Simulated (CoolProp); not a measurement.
Vapour-liquid equilibrium of propylene (1) + R115 (2) at 0.371 MPa; x and y are mole fractions of (1).

The numbers come from the multi-fluid Helmholtz-energy mixture model, Lemmon 2013 and Lemmon 2016; pair parameters Bell 2016 in CoolProp.

| x | bubble temperature, mixture model (K) | bubble temperature, Raoult's law (K) | y, mixture model | y, Raoult's law |
|---|---|---|---|---|
| 0.05 | 265.7 | 267.3 | 0.106 | 0.066 |
| 0.2 | (withheld) | 265.8 | (withheld) | 0.251 |
| 0.35 | 258.0 | 264.4 | 0.487 | 0.420 |
| 0.5 | (withheld) | 263.0 | (withheld) | 0.574 |
| 0.65 | 255.7 | 261.7 | (withheld) | 0.715 |
| 0.8 | 255.9 | 260.4 | (withheld) | 0.844 |
| 0.95 | 257.6 | 259.2 | (withheld) | 0.963 |

**Question.** Complete the blanks.

**Answer.** 
- 0.2, bubble temperature, mixture model (K): 260.9
- 0.2, y, mixture model: 0.340
- 0.5, bubble temperature, mixture model (K): 256.4
- 0.5, y, mixture model: 0.589
- 0.65, y, mixture model: 0.672
- 0.8, y, mixture model: 0.766
- 0.95, y, mixture model: 0.917

The largest gap from Raoult's law is -6.6 K in bubble temperature, at x = 0.5. y crosses x between x = 0.65 and 0.8: the model has an azeotrope there.

Pair parameters are fitted to limited data, so mixtures are less certain than the pure fluids.
